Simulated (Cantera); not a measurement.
A perfectly stirred reactor is fed with 13.3 % C2H6, 86.7 % N2, at 28000 Pa; it is held at 1748 K, and followed from long to short residence time.

Computed with Cantera and GRI-Mech 3.0 (53 species, 325 reactions). GRI-Mech 3.0 stops at C3 and has no aromatics, soot or wall deposition, so with more carbon than oxygen in the feed, carbon stays in small species such as C2H2 where larger ones or solid carbon would form.

Question: Predict: x(C2H6) at τ = 14.0 s; x(CH3) at τ = 14.0 s; x(CH4) at τ = 14.0 s; x(HCN) at τ = 14.0 s; x(H2) at τ = 14.0 s; x(C2H6) at τ = 58.0 ms; x(CH3) at τ = 58.0 ms; x(CH4) at τ = 58.0 ms; x(HCN) at τ = 58.0 ms; x(H2) at τ = 58.0 ms.

Answer: 
```json
{
 "x(C2H6) at τ = 14.0 s": "6.70e-7",
 "x(CH3) at τ = 14.0 s": "5.67e-5",
 "x(CH4) at τ = 14.0 s": "0.00282",
 "x(HCN) at τ = 14.0 s": "5.30e-5",
 "x(H2) at τ = 14.0 s": "0.207",
 "x(C2H6) at τ = 58.0 ms": "0.000110",
 "x(CH3) at τ = 58.0 ms": "0.000732",
 "x(CH4) at τ = 58.0 ms": "0.0188",
 "x(HCN) at τ = 58.0 ms": "8.49e-6",
 "x(H2) at τ = 58.0 ms": "0.185"
}
```
